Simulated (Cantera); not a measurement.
Standard-state values (1 bar) from the NASA 1993 polynomials, evaluated with Cantera. Values are per mole of reaction as written; species without (g) are pure solids or liquids, kept so even where they would boil at 1 bar.

Question: Between 300 and 1375 K, where is each reaction favourable under standard conditions?
- CuF2(g) + 2 H(g) = 2 HF(g) + Cu

Answer: 
- CuF2(g) + 2 H(g) = 2 HF(g) + Cu: ΔG° is -679 kJ at 300 K and -545 kJ at 1375 K; it stays negative (K > 1). ΔH° is -711 kJ and ΔS° -120 J/K at 1375 K.
